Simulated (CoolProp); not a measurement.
Vapour-liquid equilibrium of R22 (1) + R115 (2) at 0.0416 MPa; x and y are mole fractions of (1).

Computed with CoolProp (multi-fluid Helmholtz-energy mixture model, Kamei 1995 and Lemmon 2016; pair parameters Bell 2016).

Task: Give the bubble temperature and the first vapour's composition at x = 0.05, 0.35, 0.65. Is there an azeotrope?

Result: x = 0.05: 213.7 K, y = 0.146; x = 0.35: 210.7 K, y = 0.407; x = 0.65: 211.0 K, y = 0.558. y crosses x between x = 0.35 and 0.5: the model has an azeotrope there.

Pair parameters are fitted to limited data, so mixtures are less certain than the pure fluids.
